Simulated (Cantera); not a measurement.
Cantera run:

```python
import numpy as np
import cantera as ct

gas_names = """
    N NO NO2 NO3 N2 N2O O O2 O3 Si SiN SiO SiO2 Si2 Si2N Si3
""".split()
cond_names = """
    Si(cr) Si(L) SiO2(Lqz) SiO2(hqz) SiO2(L) Si2N2O(s) Si3N4(a)
""".split()


def load(file, names, dense=False):
    # The tables refer to 1 bar. Condensed volumes are neglected.
    table = {s.name: s for s in ct.Species.list_from_file(file)}
    out = []
    for n in names:
        d = dict(table[n].input_data)
        d["thermo"] = dict(d["thermo"], **{"reference-pressure": 1e5})
        if dense:
            d["equation-of-state"] = {"model": "constant-volume", "density": "1e6 g/cm^3"}
        out.append(ct.Species.from_dict(d))
    return out


gas = ct.Solution(thermo="ideal-gas", species=load("nasa_gas.yaml", gas_names))
cond = {s.name: ct.Solution(thermo="fixed-stoichiometry", species=[s], name=s.name)
        for s in load("nasa_condensed.yaml", cond_names, dense=True)}
atoms = {
    'Si3N4': {'Si': 3, 'N': 4},
    'O2': {'O': 2},
}
top_T = {'Si2N2O(s)': 2100, 'Si3N4(a)': 2400}  # K; cautious upper limits of use, not melting points


def equilibrate(T, P, feed):
    n = {}
    for name, mol in feed.items():
        for a, k in atoms[name].items():
            n[a] = n.get(a, 0.0) + k * mol
    gas.TPX = T, P, n
    mass = sum(n.values()) * gas.mean_molecular_weight
    gas.equilibrate("TP")
    valid = [c for c in cond.values() if c.min_temp <= T <= top_T.get(c.name, c.max_temp)]
    mix = ct.Mixture([(gas, mass / gas.mean_molecular_weight)] + [(c, 0.0) for c in valid])
    mix.T, mix.P = T, P
    mix.equilibrate("TP", solver="vcs", rtol=1e-11, max_steps=5000)
    return mix


results = []
feed = {'Si3N4': 1, 'O2': 0.19}  # mol
T = 1648  # K
P = 15000  # Pa
mix = equilibrate(T, P, feed)
results.append((T, P, feed, dict(zip(mix.species_names, mix.species_moles))))
x = sorted(zip(gas.X, gas.species_names), reverse=True)
print(f"T = {T:g} K  P = {P:g} Pa  gas = {mix.phase_moles(0):.4g} mol")
print("   x: " + "  ".join(f"{s} {v:.3e}" for v, s in x if v > 0.001))
print("   condensed (mol): " + ("  ".join(f"{mix.phase(i).name} {mix.phase_moles(i):.4g}"
      for i in range(1, mix.n_phases) if mix.phase_moles(i) > 1e-12) or "none"))
```

Result:

```
T = 1648 K  P = 15000 Pa  gas = 0.1267 mol
   x: N2 1.000e+00
   condensed (mol): Si2N2O(s) 0.38  Si3N4(a) 0.7467
```

These are equilibrium values from Cantera (NASA tables, ideal gas, pure condensed phases), not measurements of a reactor. Mutual solubility and eutectic melting of coexisting phases are not modelled.
